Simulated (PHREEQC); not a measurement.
A solution holds 0.09 mol HF per kg of water, at 25 °C. Closed to the air; pH follows from the charge balance.

Model: ion-association model, phreeqc.dat, run in PHREEQC.

This is a speciation only: nothing precipitates in the calculation.

Order these F species by the share of F that they hold, largest first: HF, HF2-, F-.

HF (88 %), F- (7.8 %), HF2- (4.7 %)

The pH is 2.08 and the ionic strength 0.00910 mol/kgw. Complexes and solids missing from the database can't appear.
